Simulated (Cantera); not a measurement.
**Equilibrium for silicon oxide and oxynitride deposition: Si2H6 + CO2 + N2**

Input: 1 mol Si2H6, a varied amount of CO2, 140 mol N2, equilibrated at 2000 K and 1.00 bar.

Cantera equilibrium calculation (NASA polynomials, part measured and part estimated; ideal gas, pure solids and liquids). Candidate condensed phases: C, C6H6, C7H8, C8H18, H2O, Si, SiC, SiO2, Si2N2O, Si3N4; 151 gas species. The feed counts by its element totals alone. Mutual solubility and eutectic melting of coexisting phases are not modelled. The tables hold silica as quartz up to 1696 K and as liquid above; real silica turns to tridymite and cristobalite and melts near 1996 K. Gases not in the tables: Si(OH)4. Kinetics and transport are ignored.

```
n(CO2) (mol)  log p N2  log p CO2  log p CO  log p H2  log p H2O  log p SiO  n Si3N4(s)  n Si2N2O(s)  n SiO2(l)
------------  --------  ---------  --------  --------  ---------  ---------  ----------  -----------  ---------
0.11             -0.01      -9.53     -3.17     -1.68      -7.39      -3.06       0.625            0          0
0.18             -0.01      -9.10     -2.93     -1.68      -7.19      -2.86       0.601            0          0
0.29             -0.01      -8.69     -2.71     -1.68      -7.00      -2.67       0.564            0          0
0.48             -0.01      -8.31     -2.49     -1.68      -6.84      -2.51       0.480       0.0592          0
0.78             -0.01      -8.10     -2.28     -1.68      -6.84      -2.51       0.273        0.369          0
1.3              -0.02      -7.55     -2.05     -1.69      -6.52      -2.35           0        0.676          0
2                -0.02      -5.91     -1.87     -1.69      -5.07      -1.87           0            0          0
3.3              -0.02      -4.16     -1.65     -1.70      -3.55      -2.29           0            0       1.25
5.4              -0.03      -2.48     -1.48     -1.86      -2.20      -3.80           0            0       1.98
8.7              -0.03      -1.75     -1.40     -2.19      -1.88      -4.45           0            0       1.99
14               -0.05      -1.32     -1.38     -2.52      -1.80      -4.86           0            0       2.00
```
log p: log10 of the partial pressure in bar; n: condensed amount in mol.

From 0.11 mol CO2 to 0.29 mol CO2 the condensed part is Si3N4(s). From 0.48 mol CO2 to 0.78 mol CO2 the condensed part is Si2N2O(s) + Si3N4(s). At 1.3 mol CO2 the condensed part is Si2N2O(s). At 2 mol CO2 nothing is condensed. From 3.3 mol CO2 to 14 mol CO2 the condensed part is SiO2(l). The share of Si in condensed phases is highest at 14 mol CO2 (99.9 %) and lowest at 2 mol CO2 (0.0 %).
